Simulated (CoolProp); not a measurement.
Water along the isotherm 403.45 °C: Z from the reference equation and from simpler models built on Tc = 373.9 °C, pc = 220.6 bar, ω = 0.344; each cubic takes its own stable root.

Computed with CoolProp (reference Helmholtz-energy equation of state, Wagner 2002).

| p (bar) | phase | reference | van der Waals | Redlich-Kwong | Peng-Robinson |
|---|---|---|---|---|---|
| 1.74 | gas | 0.9978 | 0.9979 | 0.9976 | 0.9974 |
| 3.97 | gas | 0.9949 | 0.9952 | 0.9946 | 0.9941 |
| 9.03 | gas | 0.9884 | 0.9890 | 0.9877 | 0.9865 |
| 20.6 | gas | 0.9732 | 0.9746 | 0.9716 | 0.9690 |
| 46.8 | gas | … | 0.9407 | 0.9339 | 0.9285 |
| 106 | gas | 0.8443 | 0.8552 | 0.8411 | 0.8306 |
| 242 | supercritical | … | … | … | 0.5399 |
| 552 | supercritical | 0.3004 | 0.5139 | 0.4299 | 0.4016 |

**Question.** What belongs in the gaps?

**Answer.** 
- 46.8, reference: 0.9369
- 242, reference: 0.5341
- 242, van der Waals: 0.5305
- 242, Redlich-Kwong: 0.5338
